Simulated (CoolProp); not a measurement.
Computed with CoolProp (reference Helmholtz-energy equation of state, Penoncello 2003).

For CHF3 (R23), give the phase and the cp (kJ/(kg K)), cv (kJ/(kg K)), speed of sound (m/s), isothermal compressibility (1/MPa) at 312 K and 1.81 MPa; 312 K and 7.25 MPa.


- 312 K and 1.81 MPa: gas; cp 0.902, cv 0.680, speed of sound 193, isothermal compressibility 0.640
- 312 K and 7.25 MPa: supercritical; cp 3.49, cv 0.870, speed of sound 185, isothermal compressibility 0.167
